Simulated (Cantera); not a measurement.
Feed: 1 mol SiH4, 2.5 mol NH3, 13 mol N2, equilibrated at 10.0 mbar.

These are equilibrium values from Cantera (NASA tables, ideal gas, pure condensed phases), not measurements of a reactor. Candidate condensed phases: Si, Si3N4; 18 gas species. The tables' values for SiN are old estimates; treat these amounts as uncertain. Gases not in the tables: Si2H6 and higher silanes. The numbers say what is thermodynamically allowed, not how fast it happens.

x: gas mole fraction; n: condensed amount in mol.

```tsv
T (K)	x N2	x H2	x H	x Si	x SiH	x Si2N	x SiN	n Si3N4(s)	n Si(l)
1323	0.703	0.297	8.65e-6	2.26e-11	9.03e-12	<1e-12	5.72e-12	0.333	0
1373	0.703	0.297	1.82e-5	2.23e-10	6.93e-11	<1e-12	4.35e-11	0.333	0
1423	0.703	0.297	3.62e-5	1.88e-9	4.59e-10	4.79e-12	2.86e-10	0.333	0
1473	0.703	0.297	[?]	[?]	[?]	[?]	1.65e-9	0.333	0
1523	0.703	0.297	0.000126	8.66e-8	1.38e-8	6.28e-10	8.47e-9	0.333	0
1573	0.703	0.297	0.000222	4.89e-7	6.42e-8	5.67e-9	3.91e-8	0.333	0
1623	0.702	0.297	[?]	[?]	[?]	[?]	1.64e-7	0.333	0
1673	0.702	0.297	0.000621	1.14e-5	1.05e-6	3.09e-7	6.31e-7	0.333	0
1723	0.702	0.297	0.000993	4.76e-5	3.73e-6	1.91e-6	2.24e-6	0.333	0
1773	0.702	0.296	0.00155	0.000184	1.24e-5	1.06e-5	7.40e-6	0.332	0
1823	0.711	0.286	0.00232	0.000442	2.53e-5	2.42e-5	1.54e-5	0	0.989
```

### Question
Fill in the missing entries.

### Answer

- 1623, x H: 0.000377
- 1623, x Si: 2.48e-6
- 1623, x SiH: 2.71e-7
- 1623, x Si2N: 4.46e-8
- 1473, x H: 6.90e-5
- 1473, x Si: 1.36e-8
- 1473, x SiH: 2.67e-9
- 1473, x Si2N: 5.97e-11
